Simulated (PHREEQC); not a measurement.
Make-up at 25 °C: 0.0044 mol/kgw NH3 and 4.9e-07 mol/kgw H4SiO4. Closed to the air; pH follows from the charge balance.

All values are PHREEQC results (ion-association model, wateq4f.dat), not measurements.

No solid was allowed to form.

### Question
Order these Si species by the share of Si that they hold, largest first: H2SiO4-2, H4SiO4, H3SiO4-.

### Answer
H3SiO4- (80 %), H4SiO4 (20 %), H2SiO4-2 (0.15 %)

The pH is 10.43 and the ionic strength 0.000275 mol/kgw.
